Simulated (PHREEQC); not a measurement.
A PHREEQC speciation (ion-association model, wateq4f.dat) at 20 °C gives pH 1.79 and these molalities:

```
species      mol/kgw
----------  --------
H+            0.0185
SO4-2        0.00837
HSO4-        0.00720
FeSO4+       0.00417
Fe(SO4)2-   0.000388
FeHSO4+2    0.000302
Fe+3        0.000292
FeOH+2       4.79e-5
Fe+2         2.19e-5
FeSO4        8.09e-6
FeHSO4+      1.01e-6
Fe(OH)2+     4.93e-7
Fe2(OH)2+4   3.06e-7
```

Q: What are the element totals, and what could have been dissolved in 1 kg of water to give them?

A: Several could match; the one computed here: totals Fe(2) 3.10e-5, Fe(3) 0.00520, S(6) 0.0208 mol/kgw, from 0.013 mol/kgw H2SO4, 3.1e-05 mol/kgw FeSO4 and 0.0026 mol/kgw Fe2(SO4)3.

Precipitation was switched off in this run. Examples of supersaturated solids here: Hematite (slow to form), Goethite (slow to form). Others may be too. Complexes and solids missing from the database can't appear.
